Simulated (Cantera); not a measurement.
# Metals in furnace atmospheres: Cu + O2 + CO

Input: 1 mol Cu, 0.0083 mol O2, a varied amount of CO, at 1800 K and 1.33 mbar.

Equilibrium computed with Cantera from the NASA thermochemical tables; the gas is ideal and each condensed phase is pure. Candidate condensed phases: C, Cu, CuO, Cu2O; 15 gas species. The numbers say what is thermodynamically allowed, not how fast it happens.

```csv
n(CO) (mol),x CO,x Cu,x CO2,x Cu2,x O,x CuO
7.4,0.879,0.119,0.00198,6.68e-5,4.22e-8,7.28e-9
9.5,0.903,0.0952,0.00158,4.27e-5,3.29e-8,4.54e-9
12,0.922,0.0769,0.00128,2.79e-5,2.60e-8,2.90e-9
16,0.940,0.0588,0.000976,1.63e-5,1.95e-8,1.66e-9
20,0.952,0.0476,0.000790,1.07e-5,1.56e-8,1.08e-9
26,0.962,0.0370,0.000615,6.47e-6,1.20e-8,6.44e-10
33,0.970,0.0294,0.000488,4.08e-6,9.45e-9,4.03e-10
42,0.976,0.0233,0.000386,2.55e-6,7.43e-9,2.50e-10
54,0.982,0.0182,0.000302,1.56e-6,5.77e-9,1.52e-10
69,0.985,0.0143,0.000237,9.63e-7,4.52e-9,9.36e-11
89,0.989,0.0111,0.000184,5.83e-7,3.50e-9,5.64e-11
```
x: gas mole fraction; nothing condenses.

From 7.4 mol CO to 89 mol CO nothing is condensed. The main Cu-bearing gas is Cu throughout.
